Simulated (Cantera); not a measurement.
**Low-pressure radical oxidation in H2/O2**

A perfectly stirred reactor is fed with 0.587 % H2, 99.4 % O2, at 20.0 Torr; it is held at 1398 K, and followed from long to short residence time.

Model: the H2/O2 subset of GRI-Mech 3.0, which has no nitrogen chemistry, integrated in Cantera. Radical loss at walls, strong at low pressure, is not modelled.

```
τ (s)       x H2   x O2    x HO2       x H    x H2O
------  --------  -----  -------  --------  -------
0.96     1.21e-5  0.993  2.35e-7   1.44e-5  0.00565
0.36     2.12e-5  0.992  3.14e-7   2.98e-5  0.00557
0.14     3.77e-5  0.991  3.89e-7   5.16e-5  0.00548
0.052    7.43e-5  0.990  4.60e-7   7.68e-5  0.00538
0.020   0.000157  0.989  5.25e-7   9.93e-5  0.00522
0.0074  0.000366  0.989  6.08e-7  0.000122  0.00492
0.0028  0.000848  0.989  7.01e-7  0.000140  0.00433
0.0011   0.00187  0.990  7.56e-7  0.000135  0.00326
```
x: mole fraction; the columns are a selection and need not sum to one.
